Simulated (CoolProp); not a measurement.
Aqueous potassium carbonate as a coolant, at 5 °C, 1 atm.

The numbers come from the Melinder's fits for secondary coolants in CoolProp.

```tsv
mass %	freezing point (°C)	viscosity (mPa s)	conductivity (W/(m K))	cp (kJ/(kg K))	Prandtl number
2.7	-0.8	1.59	0.570	4.017	11.2
5.6	-1.9	1.68	0.568	3.860	11.4
8.4	-3.0	1.78	0.565	3.734	11.8
11.3	-4.2	1.90	(withheld)	(withheld)	12.2
14.1	-5.4	2.04	0.560	3.509	12.8
17	-7.0	(withheld)	0.557	3.399	13.5
19.8	-8.7	(withheld)	0.554	3.293	14.4
22.7	-10.8	2.68	0.551	3.185	15.5
25.5	-13.3	2.99	0.549	3.083	16.8
28.4	-16.5	3.40	0.546	2.985	18.6
```

Question: Some entries are withheld; supply them.

Answer: 
- 11.3, conductivity (W/(m K)): 0.563
- 11.3, cp (kJ/(kg K)): 3.617
- 17, viscosity (mPa s): 2.22
- 19.8, viscosity (mPa s): 2.42
